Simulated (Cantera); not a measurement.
Mixture: CH₄ : H₂ : O₂ : N₂ = 1 : 0.53 : 4.82 : 25.1 (molar parts), at 18000 Torr, adiabatic and at constant volume. Ignition delay is the time to a rise of 400 K.

Cantera simulation using GRI-Mech 3.0 (53 species, 325 reactions); the numbers are that mechanism's predictions, not measurements. The pressure lies above the range GRI-Mech 3.0 was tuned for (to about 10 atm).

Task: What does this change do: H2 0.53 to 0.32 parts?

Result: 
| quantity | before | after |
|---|---|---|
| delay at 1275 K | 0.143 ms | 0.198 ms |
| delay at 1425 K | 35.7 µs | 52.8 µs |
| delay at 1575 K | 13.0 µs | 18.8 µs |
| delay at 1725 K | 5.60 µs | 7.65 µs |
| delay at 1875 K | 2.69 µs | 3.46 µs |
| apparent activation energy between 1725 and 1875 K | 130 kJ/mol | 140 kJ/mol |
